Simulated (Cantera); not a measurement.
A closed system holds: 1 mol Si, 7 mol HBr, 15 mol N₂, held at 1052 °C and 750 Torr.

Cantera equilibrium calculation (NASA polynomials, part measured and part estimated; ideal gas, pure solids and liquids). Candidate condensed phases: Br₂, Si, Si₃N₄; 28 gas species. N₂ is the only nitrogen source here; it is nearly inert below about 1500 K, so the nitride shown seldom forms there in practice. The tables' values for SiBr₃ are old estimates; treat these amounts as uncertain. Rates play no part.

Base state: N₂ 0.694, HBr 0.228, H₂ 0.0513, SiBr₄ 0.0250, SiBr₃ 0.000409, Br 0.000350, SiBr₂ 0.000249, SiHBr₃ 0.000176 (mole fractions); condensed: Si₃N₄(s).

### Question
What changes in the equilibrium state with this change: temperature from 1052 °C to 1400 °C?

### Answer
```
species          before     after
-------------  --------  --------
N₂                0.694     0.689
HBr               0.228     0.205
H₂               0.0513    0.0585
SiBr₂          0.000249    0.0260
SiBr₄            0.0250    0.0109
H               3.70e-7   2.75e-5
Br             0.000350   0.00539
SiBr₃          0.000409   0.00505
Br₂             1.12e-5   6.22e-5
SiHBr₃         0.000176  0.000355
Si₃N₄(s), mol     0.151    0.0269
```
